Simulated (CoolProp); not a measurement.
Model: reference Helmholtz-energy equation of state, Lemmon 2004, in CoolProp. It is a short technical equation, of lower accuracy than the large ones.

**Question.** For n-dodecane, give the phase and the isothermal compressibility (1/MPa), expansivity (1/kK), conductivity (mW/(m K)), Prandtl number at 430.8 K and 4.2 MPa.

**Answer.** 
- 430.8 K and 4.2 MPa: liquid; isothermal compressibility 0.00241, expansivity 1.18, conductivity 109, Prandtl number 8.08

Viscosity comes from a separate model (Huber 2004). Thermal conductivity comes from a separate model (Huber 2004).
